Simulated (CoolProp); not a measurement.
Vapour-liquid equilibrium of carbon dioxide (1) + ethane (2) at 254.5 K; x and y are mole fractions of (1).

The numbers come from the multi-fluid Helmholtz-energy mixture model, Span 1996 and Bücker 2006; pair parameters Kunz 2012 in CoolProp.

| x | bubble pressure, mixture model (kPa) | bubble pressure, Raoult's law (kPa) | y, mixture model | y, Raoult's law |
|---|---|---|---|---|
| 0.05 | 1620 | 1505 | 0.111 | 0.068 |
| 0.15 | 1870 | 1562 | ? | 0.197 |
| 0.25 | 2065 | 1620 | 0.389 | 0.317 |
| 0.35 | ? | 1678 | ? | 0.428 |
| 0.45 | 2313 | 1735 | 0.544 | 0.532 |
| 0.55 | 2375 | 1793 | 0.605 | 0.630 |
| 0.65 | 2403 | 1851 | 0.661 | 0.721 |
| 0.75 | 2393 | 1909 | 0.721 | 0.807 |
| 0.85 | ? | 1966 | 0.796 | 0.887 |
| 0.95 | 2185 | 2024 | ? | 0.964 |

Task: Some entries are withheld; supply them.

Result: 
- 0.15, y, mixture model: 0.274
- 0.35, bubble pressure, mixture model (kPa): 2211
- 0.35, y, mixture model: 0.475
- 0.85, bubble pressure, mixture model (kPa): 2333
- 0.95, y, mixture model: 0.910

The largest gap from Raoult's law is +33.3 % in bubble pressure, at x = 0.45. y crosses x between x = 0.65 and 0.75: the model has an azeotrope there.

The pair parameters rest on a limited set of measurements; away from them the model extrapolates.
